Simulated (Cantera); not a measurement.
What does this Cantera script print?

```python
import numpy as np
import cantera as ct

gas = ct.Solution("gri30.yaml", transport_model="mixture-averaged")
show = ['H', 'N2', 'CO2']

rows = []
print(f"{'T/K':>7s}{'rho':>11s}{'cp':>10s}{'mu':>11s}{'lambda':>11s}{'Pr':>7s}" + "".join(f"{'D_' + s:>11s}" for s in show))
for T in [400, 600, 800, 1000, 1200, 1400]:
    gas.TPX = T, 100000, {'O2': 0.62, 'NO': 0.8}
    Pr = gas.cp_mass * gas.viscosity / gas.thermal_conductivity
    D = [gas.mix_diff_coeffs_mole[gas.species_index(s)] for s in show]
    rows.append([gas.density, gas.cp_mass, gas.viscosity, gas.thermal_conductivity, Pr, *D])
    print(f"{T:7g}{gas.density:11.4e}{gas.cp_mass:10.1f}{gas.viscosity:11.4e}"
          f"{gas.thermal_conductivity:11.4e}{Pr:7.3f}" + "".join(f"{d:11.4e}" for d in D))
print("SI units: kg/m3, J/kg/K, Pa s, W/m/K, m2/s")
```

It prints:

```
    T/K        rho        cp         mu     lambda     Pr        D_H       D_N2      D_CO2
    400 9.2837e-01     972.7 2.4203e-05 3.3035e-02  0.713 2.0983e-04 3.4613e-05 2.6574e-05
    600 6.1892e-01    1023.6 3.2109e-05 4.6444e-02  0.708 4.2293e-04 6.9189e-05 5.4328e-05
    800 4.6419e-01    1075.3 3.8930e-05 5.9044e-02  0.709 6.8886e-04 1.1228e-04 8.9089e-05
   1000 3.7135e-01    1113.5 4.5085e-05 7.0768e-02  0.709 1.0021e-03 1.6302e-04 1.3008e-04
   1200 3.0946e-01    1138.8 5.0778e-05 8.1741e-02  0.707 1.3591e-03 2.2084e-04 1.7680e-04
   1400 2.6525e-01    1159.8 5.6123e-05 9.2099e-02  0.707 1.7569e-03 2.8530e-04 2.2887e-04
SI units: kg/m3, J/kg/K, Pa s, W/m/K, m2/s
```

Computed with Cantera and GRI-Mech 3.0 (53 species, 325 reactions). The composition is frozen, though it would react at the higher temperatures.
